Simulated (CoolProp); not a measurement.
Properties of carbon monoxide along the isobar 4.7 MPa.

Values from CoolProp's reference Helmholtz-energy equation of state, Lemmon 2006. It is a short technical equation, of lower accuracy than the large ones.

```
T (K)          phase  density (kg/m³)  cv (kJ/(kg K))  speed of sound (m/s)  expansivity (1/kK)  fugacity coefficient
-----  -------------  ---------------  --------------  --------------------  ------------------  --------------------
103.7         liquid            705.1               …                 698.0               7.143                0.1566
128.9         liquid            536.6          0.9721                 406.1                   …                0.4742
154.1  supercritical                …          0.8707                 227.4               22.55                0.7325
179.4  supercritical            107.1          0.7978                 262.8               10.41                0.8370
204.6  supercritical                …          0.7759                 289.3                   …                0.8974
229.8  supercritical            73.38          0.7655                 311.6               5.704                0.9355
255    supercritical            64.37          0.7598                 331.2               4.766                0.9606
280.3  supercritical            57.55          0.7566                     …               4.123                0.9779
```

What belongs in the gaps?


- 103.7, cv (kJ/(kg K)): 1.028
- 128.9, expansivity (1/kK): 18.80
- 154.1, density (kg/m³): 155.3
- 204.6, density (kg/m³): 86.23
- 204.6, expansivity (1/kK): 7.248
- 280.3, speed of sound (m/s): 349.2
